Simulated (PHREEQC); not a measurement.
## Buffer (model solution)

Solution (61 °C): 0.0099 mol/kgw NaHCO3, 0.00099 mol/kgw Na2B4O7 and 0.25 mol/kgw KCl. Closed to the air; pH follows from the charge balance.

Model: Pitzer model, pitzer.dat, run in PHREEQC.

Each row changes one thing in this solution. This is a speciation only: nothing precipitates in the calculation.

| case | pH | ionic strength (mol/kgw) | HCO3- (mol/kgw) | B(OH)3 (mol/kgw) | B(OH)4- (mol/kgw) | CO3-2 (mol/kgw) | SI of Sylvite (KCl) |
|---|---|---|---|---|---|---|---|
| as made | 8.62 | 0.263 | 0.00898 | 0.00290 | 0.00106 | 0.000886 | -2.71 |
| temperature from 61 to 55 °C | 8.63 | 0.263 | 0.00900 | 0.00287 | 0.00109 | 0.000875 | -2.68 |
| 0.063 mol/kgw NaOH added | 11.54 | 0.335 | 0.000109 | 1.24e-5 | 0.00395 | 0.00979 | -2.73 |
| Na2B4O7 from 0.00099 to 0.00109 mol/kgw | 8.64 | 0.263 | 0.00894 | 0.00314 | 0.00121 | 0.000929 | -2.71 |
| diluted 2-fold with water | 8.67 | 0.131 | 0.00454 | 0.00144 | 0.000542 | 0.000398 | -3.25 |

Away from 25 °C the constants follow the database's enthalpies or fits; those with neither stay at their 25 °C values.
